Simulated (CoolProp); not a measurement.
A Linde-Hampson liquefier for methane: isothermal reversible compression at 290 K from 1 atm to 10 MPa, throttling to 1 atm, return gas leaving the recuperator 2 K below the feed. Each further row changes one setting.

Values from CoolProp's reference Helmholtz-energy equation of state, Setzmann 1991.

```
case                        liquid yield per pass  compression work (kJ/kg of gas)
--------------------------  ---------------------  -------------------------------
as stated                                     [?]                              663
high pressure 20 MPa                          [?]                              [?]
warm-end temperature 320 K                  0.085                              [?]
warm-end gap 7 K                              [?]                              663
```

### Question
Some entries are withheld; supply them.

### Answer

- as stated, liquid yield per pass: 0.116
- high pressure 20 MPa, liquid yield per pass: 0.212
- high pressure 20 MPa, compression work (kJ/kg of gas): 747
- warm-end temperature 320 K, compression work (kJ/kg of gas): 742
- warm-end gap 7 K, liquid yield per pass: 0.105
